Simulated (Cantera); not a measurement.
**NO annealing gas**

An isothermal, constant-pressure homogeneous reactor starts with NO : N2 = 1 : 3.9 (molar parts), at 1525 K and 1.20 bar.

Cantera simulation using GRI-Mech 3.0 (53 species, 325 reactions); the numbers are that mechanism's predictions, not measurements.

```tsv
t (s)	x NO	x NO2	x N2O	x O	x N2	x O2
7.00e-6	0.204	8.45e-10	4.42e-9	3.57e-9	0.796	<1e-12
3.07e-5	0.204	1.08e-8	1.93e-8	8.59e-9	0.796	3.20e-12
0.000134	0.204	7.48e-8	8.45e-8	1.02e-8	0.796	2.39e-11
0.000589	0.204	3.65e-7	3.67e-7	1.10e-8	0.796	1.56e-10
0.00258	0.204	1.70e-6	1.54e-6	1.47e-8	0.796	1.72e-9
0.0113	0.204	8.50e-6	5.63e-6	3.20e-8	0.796	4.97e-8
0.0495	0.204	4.31e-5	1.28e-5	1.09e-7	0.796	3.28e-6
0.217	0.204	8.48e-5	1.45e-5	1.93e-7	0.796	8.74e-5
0.951	0.203	9.87e-5	1.43e-5	2.24e-7	0.797	0.000542
4.17	0.199	0.000141	1.38e-5	3.22e-7	0.799	0.00250
18.3	0.183	0.000230	1.16e-5	5.61e-7	0.806	0.0103
80.0	0.135	0.000298	6.36e-6	9.76e-7	0.830	0.0341
```
x: mole fraction; the columns are a selection and need not sum to one.

Equilibrium at this temperature and pressure: NO 0.00103, NO2 3.88e-6, N2O 7.32e-8, O 1.66e-6, N2 0.897, O2 0.102 (gas phase only).
